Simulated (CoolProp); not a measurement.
Aqueous ethanol as a coolant, 5 % by mass, freezing at -2.0 °C, 1 atm.

The numbers come from the Melinder's fits for secondary coolants in CoolProp.

| T (°C) | viscosity (mPa s) | Prandtl number | cp (kJ/(kg K)) | density (kg/m³) |
|---|---|---|---|---|
| 2.2 | 2.24 | 18.1 | 4.324 | 991.2 |
| 8 | 1.79 | 14.2 | 4.296 | 990.9 |
| 13.8 | 1.48 | 11.4 | 4.268 | 990.2 |
| 19.6 | 1.25 | 9.45 | 4.243 | 989.2 |
| 25.4 | 1.08 | 7.98 | 4.224 | 987.7 |
| 31.2 | 0.937 | 6.83 | 4.215 | 986.0 |
| 37 | 0.818 | 5.88 | 4.217 | 984.1 |
